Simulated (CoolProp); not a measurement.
Saturation properties of R114 (Tc = 147.5 °C, pc = 3.352 MPa, ω = 0.252).

Computed with CoolProp (reference Helmholtz-energy equation of state, Platzer 1990). This equation is an older, rougher fit; its heat capacities, sound speeds and derivatives of the liquid may be far off and weren't checked against measurements.

```tsv
T (°C)	p (MPa)	liquid density (kg/m³)	vapour density (kg/m³)	enthalpy of vaporisation (kJ/kg)	surface tension (mN/m)
15.95	0.1586	1482	11.93	131.5	12.0
23.65	0.2053	1459	15.23	128.6	11.1
31.45	0.2625	1435	19.25	125.5	10.2
39.25	0.3311	1410	24.07	122.3	9.35
46.95	0.4114	1384	29.73	118.9	8.51
54.75	0.5067	1357	36.52	115.3	7.67
62.55	0.6177	1329	44.54	111.4	6.85
70.25	0.7441	1301	53.88	107.4	6.06
78.05	0.8909	1270	65.04	102.9	5.28
```

It boils at 3.6 °C under 1 atm.

Surface tension comes from a separate correlation (Mulero 2012).
